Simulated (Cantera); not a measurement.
A Cantera script and what it prints.

```python
import numpy as np
import cantera as ct

gas_names = """
    H HO2 H2 H2O H2O2 O OH O2 O3 Si SiH SiH2 SiH3 SiH4 SiO SiO2 Si2 Si3
""".split()
cond_names = """
    H2O(s) H2O(L) Si(cr) Si(L) SiO2(Lqz) SiO2(hqz) SiO2(L)
""".split()


# ... load() reads the species with a 1 bar reference pressure and builds the phases ...
atoms = {
    'SiO2': {'Si': 1, 'O': 2},
    'H2': {'H': 2},
    'H2O': {'H': 2, 'O': 1},
}
top_T = {}  # K; cautious upper limits of use, not melting points


# ... equilibrate(T, P, feed) seeds the gas with the atoms and calls Mixture.equilibrate('TP', solver="vcs", rtol=1e-11, max_steps=5000) ...
results = []
feed = {'SiO2': 1, 'H2': 2.8, 'H2O': 0.52}  # mol
T = 1375  # K
P = 100000  # Pa
mix = equilibrate(T, P, feed)
results.append((T, P, feed, dict(zip(mix.species_names, mix.species_moles))))
print(gas.report(threshold=1e-06))
for i in range(1, mix.n_phases):
    print(f"{mix.phase(i).name:16s} {mix.phase_moles(i):12.5e} mol")
```

It prints:

```
       temperature   1375 K
          pressure   1e+05 Pa
           density   0.039553 kg/m^3
  mean mol. weight   4.5219 kg/kmol
   phase of matter   gas

                          1 kg             1 kmol
                     ---------------   ---------------
          enthalpy       -8.7917e+05       -3.9755e+06  J
   internal energy       -3.4074e+06       -1.5408e+07  J
           entropy             42185        1.9076e+05  J/K
    Gibbs function       -5.8884e+07       -2.6626e+08  J
 heat capacity c_p              7533             34063  J/K
 heat capacity c_v            5694.3             25749  J/K

                      mass frac. Y      mole frac. X     chem. pot. / RT
                     ---------------   ---------------   ---------------
                 H        7.0147e-07        3.1468e-06           -9.2617
                H2             0.376           0.84337           -18.523
               H2O             0.624           0.15663           -48.959
     [  +15 minor]        4.1284e-08        1.0695e-08

Si(cr)            0.00000e+00 mol
SiO2(hqz)         1.00000e+00 mol
```

Cantera equilibrium calculation (NASA polynomials, part measured and part estimated; ideal gas, pure solids and liquids). The tables hold silica as quartz up to 1696 K and as liquid above; real silica turns to tridymite and cristobalite and melts near 1996 K. Gases not in the tables: Si(OH)4.
